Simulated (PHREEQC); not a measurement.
## Leach liquor: speciation

Dissolve 120 mmol/kgw H2SO4 and 2.2 mmol/kgw Li2SO4 at 20 °C. Closed to the air; pH follows from the charge balance.

The numbers come from PHREEQC with the ion-association model, wateq4f.dat.

No solid was allowed to form.

Problem. Predict the pH, ionic strength.

Solution. pH 0.94; ionic strength 0.169 mol/kgw.

Problem. In which forms is S present?

Solution. HSO4- 81 %, SO4-2 19 % of the S.
